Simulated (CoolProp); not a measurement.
Properties of nitrogen along the isobar 5.01 MPa (Tc = -147.0 °C, pc = 3.396 MPa, ω = 0.037).

Computed with CoolProp (reference Helmholtz-energy equation of state, Span 2000).

| T (°C) | phase | expansivity (1/kK) | viscosity (µPa s) | conductivity (mW/(m K)) | fugacity coefficient |
|---|---|---|---|---|---|
| -161.45 | liquid | 10.25 | 61.5 | 86.7 | 0.2939 |
| -124.05 | supercritical | 23.99 | 13.8 | 24.7 | 0.7268 |
| -86.65 | supercritical | 8.781 | 14.1 | 22.1 | 0.8722 |
| -49.25 | supercritical | 5.846 | 15.5 | 23.7 | 0.9387 |
| -11.75 | supercritical | 4.510 | 17.1 | 25.8 | 0.9736 |
| 25.65 | supercritical | 3.722 | 18.7 | 28.2 | 0.9933 |
| 63.05 | supercritical | 3.192 | 20.2 | 30.5 | 1.005 |
| 100.45 | supercritical | 2.807 | 21.7 | 32.8 | 1.012 |
| 137.85 | supercritical | 2.511 | 23.2 | 35.0 | 1.016 |
| 175.25 | supercritical | 2.276 | 24.6 | 37.2 | 1.019 |

Viscosity comes from a separate model (Lemmon 2004). Thermal conductivity comes from a separate model (Lemmon 2004).
